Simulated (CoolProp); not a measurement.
Isopentane along the isotherm 500 K: fugacity coefficient from the reference equation and from simpler models built on Tc = 460.3 K, pc = 33.78 bar, ω = 0.227; each cubic takes its own stable root.

Model: reference Helmholtz-energy equation of state, Lemmon 2006, in CoolProp. It is a short technical equation, of lower accuracy than the large ones.

```csv
p (bar),phase,reference
1.06,gas,0.9918
2.11,gas,0.9838
3.17,gas,0.9756
4.22,gas,0.9676
5.28,gas,0.9596
6.33,gas,0.9516
7.39,gas,0.9436
8.45,gas,0.9356
9.5,gas,0.9277
10.6,gas,0.9195
11.6,gas,0.9120
12.7,gas,0.9039
13.7,gas,0.8964
14.8,gas,0.8883
15.8,gas,0.8809
16.9,gas,0.8729
```

### Question
How far does each simpler model (Redlich-Kwong, Soave-Redlich-Kwong) lie from the reference over these 16 states: mean and median of the absolute difference, and the worst?

### Answer
- Redlich-Kwong: mean 0.2 %, median 0.2 %, worst -0.3 % at 500 K and 16.9 bar
- Soave-Redlich-Kwong: mean 0.1 %, median 0.1 %, worst +0.2 % at 500 K and 16.9 bar
